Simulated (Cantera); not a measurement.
Charge: 1 mol Si₂Cl₆, 4.9 mol NH₃, 5.8 mol H₂, equilibrated at 1352 °C and 133 Pa.

Cantera equilibrium calculation (NASA polynomials, part measured and part estimated; ideal gas, pure solids and liquids). Candidate condensed phases: NH₄Cl, Si, Si₃N₄; 28 gas species. The feed counts by its element totals alone. The tables' values for SiCl₃, SiCl are old estimates; treat these amounts as uncertain. Equilibrium is a limit: real reactors are often held back by kinetics, nucleation or transport.

Problem. What is the equilibrium state?

Solution. 
| Quantity | Value |
|---|---|
| x(H₂) | 0.640 |
| x(N₂) | 0.132 |
| x(HCl) | 0.131 |
| x(SiCl₂) | 0.0943 |
| x(H) | 0.00155 |
| x(SiCl₃) | 0.000671 |
| x(Cl) | 0.000250 |
| x(SiCl) | 0.000200 |
| x(Si) | 0.000122 |
| n(Si(s)) | 0.226 mol |
| gas amount | 18.61 mol |
